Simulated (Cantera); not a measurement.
Tantalum, niobium, vanadium and zirconium in process gases: Ta + CO2 + H2 + N2O

Feed: 1 mol Ta, 0.99 mol CO2, 6.9 mol H2, 19 mol N2O.

Method: chemical equilibrium by Gibbs-energy minimisation in Cantera with the NASA 1993 tables (ideal gas, pure condensed phases). Candidate condensed phases: C, C6H6, C7H8, C8H18, H2O, Ta, TaC, Ta2O5; 139 gas species. The numbers say what is thermodynamically allowed, not how fast it happens.

Stable condensed phases:

```
T in °C \ P in Pa
            0.10    0.60     3.6      22     130     770    4600   28000  170000 1000000
   2302        A       A       A       A       A       B       B       B       B       B
   2152        A       A       A       A       B       B       B       B       B       B
   2002        A       A       A       B       B       B       B       B       B       B
   1852        A       A       B       B       B       B       B       B       B       B
   1702        A       B       B       B       B       B       B       B       B       B
   1552        B       B       B       B       B       B       B       B       B       B
   1402        B       B       B       B       B       B       B       B       B       B
   1252        B       B       B       B       B       B       B       B       B       B
   1102        B       B       B       B       B       B       B       B       B       B
    952        B       B       B       B       B       B       B       B       B       B
    802        B       B       B       B       B       B       B       B       B       B
    652        B       B       B       B       B       B       B       B       B       B
    502        B       B       B       B       B       B       B       B       B       B
```

A: gas only; B: Ta2O5.
